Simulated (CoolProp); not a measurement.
The fluid at 269.63 K and 4.17 MPa is throttled through a valve to 1.65 MPa with no heat exchange. The same conditions are run with several fluids, on thermodynamics alone (safety and materials aside).

Computed with CoolProp (reference Helmholtz-energy equation of state of each fluid (CF4 (R14): Platzer 1990; normal hydrogen: Leachman 2009; nitrogen: Span 2000; dry air: Lemmon 2000; carbon monoxide: Lemmon 2006)). The equations of Platzer and Polt are older, rougher fits. Blends and air are pseudo-pure fits.

**Question.** Rank CF4 (R14), normal hydrogen, nitrogen, dry air, carbon monoxide by temperature change (K), highest first.

**Answer.** normal hydrogen (+0.7), nitrogen (-6.2), dry air (-6.6), carbon monoxide (-7.2), CF4 (R14) (-20.3)

```
fluid              final phase  final density (kg/m³)
---------------  -------------  ---------------------
CF4 (R14)                  gas                   79.5
normal hydrogen  supercritical                   1.47
nitrogen                   gas                   21.3
dry air                    gas                   22.1
carbon monoxide            gas                   21.4
```
